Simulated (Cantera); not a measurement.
Cantera run:

```python
import numpy as np
import cantera as ct

gas_names = """
    CL CL2 H HCL H2 Si SiCL SiCL2 SiCL3 SiCL4 SiH SiHCL3 SiH2 SiH2CL2 SiH3 SiH3CL SiH4 Si2 Si3
""".split()
cond_names = """
    Si(cr) Si(L)
""".split()


# ... load() reads the species with a 1 bar reference pressure and builds the phases ...
atoms = {
    'Si': {'Si': 1},
    'HCl': {'H': 1, 'CL': 1},
    'H2': {'H': 2},
}
top_T = {}  # K; cautious upper limits of use, not melting points


# ... equilibrate(T, P, feed) seeds the gas with the atoms and calls Mixture.equilibrate('TP', solver="vcs", rtol=1e-11, max_steps=5000) ...
results = []
feed = {'Si': 1, 'HCl': 1.3, 'H2': 2.2}  # mol
T = 1373  # K
for P in [10000, 31000, 98000, 310000, 960000, 3000000]:
    mix = equilibrate(T, P, feed)
    results.append((T, P, feed, dict(zip(mix.species_names, mix.species_moles))))
    x = sorted(zip(gas.X, gas.species_names), reverse=True)
    print(f"T = {T:g} K  P = {P:g} Pa  gas = {mix.phase_moles(0):.4g} mol")
    print("   x: " + "  ".join(f"{s} {v:.3e}" for v, s in x if v > 0.001))
    print("   condensed (mol): " + ("  ".join(f"{mix.phase(i).name} {mix.phase_moles(i):.4g}"
          for i in range(1, mix.n_phases) if mix.phase_moles(i) > 1e-12) or "none"))
```

Output:

```
T = 1373 K  P = 10000 Pa  gas = 3.381 mol
   x: H2 7.767e-01  HCL 1.238e-01  SiCL2 5.675e-02  SiCL4 1.929e-02  SiCL3 1.538e-02  SiHCL3 7.654e-03
   condensed (mol): Si(cr) 0.6634
T = 1373 K  P = 31000 Pa  gas = 3.328 mol
   x: H2 7.962e-01  HCL 1.046e-01  SiCL2 3.952e-02  SiCL4 2.899e-02  SiCL3 1.574e-02  SiHCL3 1.396e-02
   condensed (mol): Si(cr) 0.6698
T = 1373 K  P = 98000 Pa  gas = 3.275 mol
   x: H2 8.147e-01  HCL 8.432e-02  SiCL4 3.699e-02  SiCL2 2.511e-02  SiHCL3 2.261e-02  SiCL3 1.417e-02  SiH2CL2 2.044e-03
   condensed (mol): Si(cr) 0.6693
T = 1373 K  P = 310000 Pa  gas = 3.228 mol
   x: H2 8.294e-01  HCL 6.560e-02  SiCL4 4.136e-02  SiHCL3 3.307e-02  SiCL2 1.493e-02  SiCL3 1.155e-02  SiH2CL2 3.914e-03
   condensed (mol): Si(cr) 0.6612
T = 1373 K  P = 960000 Pa  gas = 3.188 mol
   x: H2 8.394e-01  HCL 4.986e-02  SiHCL3 4.444e-02  SiCL4 4.174e-02  SiCL3 8.769e-03  SiCL2 8.520e-03  SiH2CL2 7.002e-03
   condensed (mol): Si(cr) 0.6468
T = 1373 K  P = 3e+06 Pa  gas = 3.151 mol
   x: H2 8.447e-01  SiHCL3 5.602e-02  SiCL4 3.871e-02  HCL 3.692e-02  SiH2CL2 1.200e-02  SiCL3 6.233e-03  SiCL2 4.642e-03
   condensed (mol): Si(cr) 0.627
```

Method: chemical equilibrium by Gibbs-energy minimisation in Cantera with the NASA 1993 tables (ideal gas, pure condensed phases). The tables' values for SiCl3 are old estimates; treat these amounts as uncertain. Gases not in the tables: Si2H6 and higher silanes.
